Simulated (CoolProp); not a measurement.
Methanol at several states: Z from the reference equation and from simpler models built on Tc = 240.2 °C, pc = 8.216 MPa, ω = 0.565; each cubic takes its own stable root.

Computed with CoolProp (reference Helmholtz-energy equation of state, de Reuck 1993).

```tsv
T (°C)	p (MPa)	phase	reference	van der Waals	Redlich-Kwong	Soave-Redlich-Kwong	Peng-Robinson
334.35	1.39	gas	0.9699	(withheld)	0.9644	(withheld)	(withheld)
-5.05	0.0288	liquid	0.0005083	(withheld)	(withheld)	0.0006621	(withheld)
201.35	0.0246	gas	0.9987	0.9989	0.9987	0.9986	0.9985
331.45	17.1	supercritical	0.5931	0.5210	(withheld)	0.6840	0.6454
```

**Question.** Complete the blanks.

**Answer.** 
- 334.35, van der Waals: 0.9661
- 334.35, Soave-Redlich-Kwong: 0.9718
- 334.35, Peng-Robinson: 0.9666
- -5.05, van der Waals: 0.9954
- -5.05, Redlich-Kwong: 0.9929
- -5.05, Peng-Robinson: 0.0005895
- 331.45, Redlich-Kwong: 0.5437

At some of these states van der Waals, Redlich-Kwong gives the other phase, because its saturation line lies elsewhere.
